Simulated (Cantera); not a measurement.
Charge: 1 mol NaI, 0.25 mol N2, 5.3 mol H2, equilibrated at 1423 K and 3.90 mbar.

Method: chemical equilibrium by Gibbs-energy minimisation in Cantera with the NASA 1993 tables (ideal gas, pure condensed phases). Gases not in the tables: NaBr and NaI dimers. Kinetics and transport are ignored.

```tsv
species	before	after
H2	0.806	0.711
Na	0.00391	0.0921
I	0.00308	0.0895
NaI	0.148	0.0447
H	9.55e-5	0.0256
N2	0.0380	0.0342
NaH	1.08e-6	3.62e-5
HI	0.000828	0.00267
```
Gas species are given as mole fractions.

Question: Name the change that produced these shifts.
(A) pressure from 3.90 mbar to 0.390 bar
(B) temperature from 1423 K to 2023 K
(C) pressure from 3.90 mbar to 10.0 mbar
(D) temperature from 1423 K to 1273.15 K

Answer: B, temperature from 1423 K to 2023 K
